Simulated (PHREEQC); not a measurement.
A column of 0.2 m (40 cells, dispersivity 0.007 m, 3600 s a shift, diffusion coefficient 3e-10 m²/s) holds 0.0013 eq of the database's cation exchanger X per kg of pore water, first in equilibrium with 25 mmol/kgw CaCl2, 13 mmol/kgw NaCl, 21 mmol/kgw SrCl2 and 0.01 mmol/kgw HCl. It is flushed with 0.00054 mol CuCl2, 0.00052 mol KBr and 1e-05 mol HCl per kg of water, at 40 °C. Values are for the last cell. CO2 from the air is kept out. No solid was allowed to form.

The series has 33 steps of pore volumes, from 0 to 4.013.

Equilibrium calculation in PHREEQC: ion-association model, phreeqc.dat.

**Question.** After how many pore volumes does Br at the outlet first reach half of its feed value?

**Answer.** By 1.0 pore volumes.

**Question.** After how many pore volumes does K at the outlet first reach half of its feed value?

**Answer.** By 1.0 pore volumes.

**Question.** After how many pore volumes does Cu at the outlet first reach half of its feed value?

**Answer.** By 1.1 pore volumes.

Species that the database lacks are ignored. Constants without temperature data keep their 25 °C values here.
